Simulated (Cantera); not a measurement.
An isothermal, constant-pressure homogeneous reactor starts with N2O : H2O = 1 : 0.11 (molar parts), at 1123 K and 20.0 Torr. Integrator tolerance rtol = 1e-08.

Computed with Cantera and GRI-Mech 3.0 (53 species, 325 reactions). GRI-Mech 3.0 was tuned for natural gas; its chemistry of N2O as a main component is partial and can be far from experiment. Radical loss at walls, strong at low pressure, is not modelled. The mechanism lacks the step 2 NO + O2 → 2 NO2, which can matter for NO2 below about 1400 K. The temperature is held fixed by assumption; the heat of reaction is taken as removed at once.

What does this change do: pressure from 20.0 Torr to 760 Torr?


```
quantity                                             before                                     after
----------------  -----------------------------------------  ----------------------------------------
x(N2O) at 1.00 s      0.894 (gas-phase equilibrium 1.21e-9)     0.707 (gas-phase equilibrium 7.47e-9)
x(H2O) at 1.00 s      0.0989 (gas-phase equilibrium 0.0683)     0.0925 (gas-phase equilibrium 0.0683)
x(N2) at 1.00 s       0.00458 (gas-phase equilibrium 0.621)       0.130 (gas-phase equilibrium 0.621)
x(NO) at 1.00 s   0.000205 (gas-phase equilibrium 0.000113)  0.00688 (gas-phase equilibrium 0.000113)
x(O) at 1.00 s      6.72e-7 (gas-phase equilibrium 1.51e-8)   4.50e-7 (gas-phase equilibrium 2.45e-9)
x(H) at 1.00 s    9.48e-10 (gas-phase equilibrium 1.09e-11)   4.16e-10 (gas-phase equilibrium <1e-12)
x(OH) at 1.00 s     8.95e-6 (gas-phase equilibrium 2.21e-6)   1.22e-5 (gas-phase equilibrium 8.92e-7)
```

What does this change do: temperature 1123 to 1600 K?


| quantity | before | after |
|---|---|---|
| x(N2O) at 1.00 s | 0.894 (gas-phase equilibrium 1.21e-9) | 0.00156 (gas-phase equilibrium 1.81e-8) |
| x(H2O) at 1.00 s | 0.0989 (gas-phase equilibrium 0.0683) | 0.0681 (gas-phase equilibrium 0.0681) |
| x(N2) at 1.00 s | 0.00458 (gas-phase equilibrium 0.621) | 0.554 (gas-phase equilibrium 0.620) |
| x(NO) at 1.00 s | 0.000205 (gas-phase equilibrium 0.000113) | 0.131 (gas-phase equilibrium 0.00209) |
| x(O) at 1.00 s | 6.72e-7 (gas-phase equilibrium 1.51e-8) | 8.12e-5 (gas-phase equilibrium 4.97e-5) |
| x(H) at 1.00 s | 9.48e-10 (gas-phase equilibrium 1.09e-11) | 1.95e-6 (gas-phase equilibrium 7.50e-7) |
| x(OH) at 1.00 s | 8.95e-6 (gas-phase equilibrium 2.21e-6) | 0.000510 (gas-phase equilibrium 0.000399) |
